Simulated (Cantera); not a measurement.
A closed system holds: 1 mol H2S, 0.33 mol H2, 0.14 mol O2, at 85000 Pa.

Method: chemical equilibrium by Gibbs-energy minimisation in Cantera with the NASA 1993 tables (ideal gas, pure condensed phases). Candidate condensed phases: H2O, H2SO4, S; 19 gas species. The numbers say what is thermodynamically allowed, not how fast it happens. All values below are at 2498 K.

Base state: H2 0.519, S2 0.197, H2O 0.119, SH 0.0552, H2S 0.0424, S 0.0209, SO 0.0204, H 0.0195 (mole fractions); condensed: gas only.

**Question.** What changes in the equilibrium state with this change: H2 from 0.33 to 0.08 mol?

**Answer.** 
```
species    before    after
-------  --------  -------
H2          0.519    0.463
S2          0.197    0.232
H2O         0.119    0.129
SO         0.0204   0.0268
S          0.0209   0.0227
H          0.0195   0.0184
H2S        0.0424   0.0411
SH         0.0552   0.0566
SO2       0.00500  0.00798
S2O      0.000870  0.00124
O         2.28e-5  2.77e-5
OH       0.000923  0.00106
```
